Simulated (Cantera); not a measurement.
An isothermal, constant-pressure homogeneous reactor starts with NO : N2 = 1 : 0.53 (molar parts), at 1700 K and 69.8 Torr.

Computed with Cantera and GRI-Mech 3.0 (53 species, 325 reactions).

Problem. Predict: x(NO) at 8.00 s; x(N2O) at 8.00 s; x(N2) at 8.00 s; x(NO2) at 8.00 s; x(O) at 8.00 s.

Solution. 
```json
{
  "x(NO) at 8.00 s": "0.597 (gas-phase equilibrium 0.00335)",
  "x(N2O) at 8.00 s": "0.000126 (gas-phase equilibrium 5.50e-8)",
  "x(N2) at 8.00 s": "0.375 (gas-phase equilibrium 0.671)",
  "x(NO2) at 8.00 s": "0.000213 (gas-phase equilibrium 3.97e-6)",
  "x(O) at 8.00 s": "2.89e-5 (gas-phase equilibrium 8.41e-5)"
}
```
